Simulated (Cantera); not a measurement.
Input (Python, Cantera):

```python
import numpy as np
import cantera as ct

gas = ct.Solution("gri30.yaml")
gas.TPX = 1248, 100000, {'CO': 1, 'H2': 0.038, 'CH4': 0.3, 'O2': 2.73, 'N2': 10.3, 'CO2': 0.52}
reactor = ct.IdealGasConstPressureReactor(gas, energy="on", clone=False)
net = ct.ReactorNet([reactor])
net.rtol, net.atol = 1e-08, 1e-16
show = ['CO', 'H2', 'CH4', 'H2O', 'H2O2', 'H']
times = np.geomspace(1e-06, 0.8, 14)

steps = ct.SolutionArray(gas, extra=["t"])
rows = []
print(f"{'t/s':>10s}{'T/K':>9s}{'P/Pa':>11s}" + "".join(f"{s:>11s}" for s in show))
for t in times:
    while net.time < t:
        t_next = net.step()
        steps.append(gas.state, t=t_next)
    rows.append([np.interp(t, steps.t, y) for y in (steps.T, steps.P, *steps(*show).X.T)])
    print(f"{t:10.3e}{rows[-1][0]:9.1f}{rows[-1][1]:11.4g}" + "".join(f"{x:11.3e}" for x in rows[-1][2:]))
rate = np.gradient(steps.T, steps.t)
print("integrator steps:", len(steps.t))
if steps.T.max() > steps.T[0] + 200:
    print(f"time of steepest temperature rise: {steps.t[rate.argmax()]:.4e} s")
gas.TPX = 1248, 100000, {'CO': 1, 'H2': 0.038, 'CH4': 0.3, 'O2': 2.73, 'N2': 10.3, 'CO2': 0.52}
gas.equilibrate("HP")
print(f"equilibrium (HP): T = {gas.T:.1f} K  " + "  ".join(f"{s} {gas[s].X[0]:.3e}" for s in show))
```

Output:

```
       t/s      T/K       P/Pa         CO         H2        CH4        H2O       H2O2          H
 1.000e-06   1248.0      1e+05  6.717e-02  2.552e-03  2.015e-02  2.987e-11  5.544e-14  8.479e-11
 2.845e-06   1248.0      1e+05  6.717e-02  2.552e-03  2.015e-02  4.685e-10  4.472e-13  2.931e-10
 8.094e-06   1248.0      1e+05  6.717e-02  2.552e-03  2.015e-02  4.876e-09  3.617e-12  9.735e-10
 2.303e-05   1248.0      1e+05  6.717e-02  2.552e-03  2.015e-02  3.128e-08  2.898e-11  1.915e-09
 6.551e-05   1248.0      1e+05  6.717e-02  2.552e-03  2.015e-02  1.479e-07  2.077e-10  3.257e-09
 1.864e-04   1248.0      1e+05  6.717e-02  2.552e-03  2.015e-02  7.973e-07  1.152e-09  8.578e-09
 5.303e-04   1248.0      1e+05  6.716e-02  2.551e-03  2.014e-02  8.685e-06  6.741e-09  5.784e-08
 1.509e-03   1251.2      1e+05  6.707e-02  2.550e-03  1.961e-02  4.124e-04  2.450e-07  1.464e-06
 4.292e-03   2152.5      1e+05  2.849e-03  1.839e-04  1.665e-18  4.255e-02  4.407e-08  9.928e-05
 1.221e-02   2165.3      1e+05  1.772e-03  1.184e-04  2.364e-21  4.296e-02  4.428e-08  5.059e-05
 3.474e-02   2164.6      1e+05  1.765e-03  1.179e-04  7.737e-22  4.296e-02  4.416e-08  5.028e-05
 9.884e-02   2162.7      1e+05  1.745e-03  1.168e-04  7.509e-22  4.298e-02  4.384e-08  4.948e-05
 2.812e-01   2158.4      1e+05  1.701e-03  1.142e-04  7.002e-22  4.301e-02  4.312e-08  4.771e-05
 8.000e-01   2152.6      1e+05  1.644e-03  1.108e-04  6.364e-22  4.304e-02  4.217e-08  4.543e-05
integrator steps: 1848
time of steepest temperature rise: 2.2087e-03 s
equilibrium (HP): T = 2150.6 K  CO 1.624e-03  H2 1.097e-04  CH4 9.658e-22  H2O 4.306e-02  H2O2 4.184e-08  H 4.465e-05
```

Computed with Cantera and GRI-Mech 3.0 (53 species, 325 reactions).
